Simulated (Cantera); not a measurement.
A freely propagating, adiabatic, planar premixed flame of 53.2 % H2, 9.84 % O2, 37.0 % N2, unburnt at 598 K and 1.01 bar; mixture-averaged transport, grid criteria slope 0.08 and curve 0.16, no radiation.

Model: the H2/O2 subset of GRI-Mech 3.0, which has no nitrogen chemistry, integrated in Cantera. Burning velocities carry a grid error of a few per cent, more on coarse grids.

x: mole fraction of selected species; z is measured from the peak of heat release.

| z (mm) | T (K) | u (m/s) | x H2 | x O2 | x H2O | x OH | x HO2 | x H2O2 |
|---|---|---|---|---|---|---|---|---|
| -1.41 | 598 | 8.17 | 0.532 | 0.0984 | <1e-8 | <1e-8 | <1e-8 | <1e-8 |
| -0.938 | 598 | 8.17 | 0.532 | 0.0984 | <1e-8 | <1e-8 | <1e-8 | <1e-8 |
| -0.703 | 598 | 8.17 | 0.532 | 0.0984 | <1e-8 | <1e-8 | <1e-8 | <1e-8 |
| -0.469 | 598 | 8.17 | 0.532 | 0.0984 | 3.43e-7 | <1e-8 | 1.48e-6 | <1e-8 |
| -0.234 | 629 | 8.55 | 0.527 | 0.0981 | 0.00159 | 7.54e-5 | 0.000224 | 3.89e-6 |
| -0.117 | 833 | 11.1 | 0.499 | 0.0920 | 0.0199 | 0.000411 | 0.000137 | 5.74e-6 |
| 0 | 1189 | 15.4 | 0.414 | 0.0600 | 0.0897 | 0.00128 | 5.92e-5 | 1.06e-6 |
| 0.117 | 1436 | 18.5 | 0.338 | 0.0159 | 0.175 | 0.00195 | 1.52e-5 | 4.51e-7 |
| 0.234 | 1540 | 19.8 | 0.320 | 0.00273 | 0.202 | 0.00186 | 2.48e-6 | 2.34e-7 |
| 0.469 | 1638 | 20.9 | 0.324 | 0.000210 | 0.208 | 0.00196 | 1.89e-7 | 1.65e-7 |
| 0.938 | 1740 | 22.0 | 0.334 | ? | 0.210 | 0.00199 | ? | ? |
| 1.88 | 1837 | 23.1 | 0.343 | ? | 0.212 | ? | ? | ? |
| 3.75 | 1923 | 24.0 | 0.352 | 2.38e-5 | 0.214 | 0.00148 | 2.75e-8 | 3.13e-8 |

Problem. What belongs in the gaps?

Solution. 
- 0.938, x O2: 7.38e-5
- 0.938, x HO2: 7.32e-8
- 0.938, x H2O2: 1.11e-7
- 1.88, x O2: 4.56e-5
- 1.88, x OH: 0.00182
- 1.88, x HO2: 4.78e-8
- 1.88, x H2O2: 6.29e-8
